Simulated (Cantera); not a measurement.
An isothermal, constant-pressure homogeneous reactor starts with 7.92 % CH4, 92.1 % H2, at 1473 K and 0.0263 atm.

Detailed kinetics in Cantera: GRI-Mech 3.0 (53 species, 325 reactions). GRI-Mech 3.0 stops at C3 and has no aromatics, soot or wall deposition, so with more carbon than oxygen in the feed, carbon stays in small species such as C2H2 where larger ones or solid carbon would form. Radical loss at walls, strong at low pressure, is not modelled.

x: mole fraction; the columns are a selection and need not sum to one.

```
t (s)      x CH4   x H2     x C2H    x C2H4     x CH3    x C2H2       x H
--------  ------  -----  --------  --------  --------  --------  --------
1.00e-6   0.0792  0.921    <1e-12    <1e-12  7.76e-10    <1e-12  7.65e-10
5.29e-6   0.0792  0.921    <1e-12    <1e-12   4.23e-9    <1e-12   3.92e-9
2.79e-5   0.0792  0.921    <1e-12    <1e-12   2.45e-8    <1e-12   1.85e-8
0.000148  0.0792  0.921    <1e-12    <1e-12   1.41e-7    <1e-12   8.66e-8
0.000781  0.0792  0.921    <1e-12  9.49e-12   7.60e-7    <1e-12   4.43e-7
0.00413   0.0792  0.921    <1e-12         …   4.03e-6  2.43e-12   2.33e-6
0.0218    0.0792  0.921    <1e-12         …   2.09e-5   3.38e-9   1.20e-5
0.115     0.0791  0.921    <1e-12         …   7.78e-5   6.08e-6   4.49e-5
0.609     0.0780  0.921  3.60e-11         …   9.03e-5  0.000395   5.29e-5
3.22      0.0728  0.924  2.59e-10         …   8.55e-5   0.00281   5.38e-5
17.0      0.0527  0.935   1.19e-9         …   6.60e-5    0.0121   5.81e-5
90.0      0.0188  0.953   3.20e-9         …   2.75e-5    0.0277   6.93e-5
```

Task: What belongs in the gaps?

Result: 
- 0.00413, x C2H4: 1.50e-9
- 0.0218, x C2H4: 2.35e-7
- 0.115, x C2H4: 2.68e-5
- 0.609, x C2H4: 0.000114
- 3.22, x C2H4: 0.000125
- 17.0, x C2H4: 0.000168
- 90.0, x C2H4: 0.000270
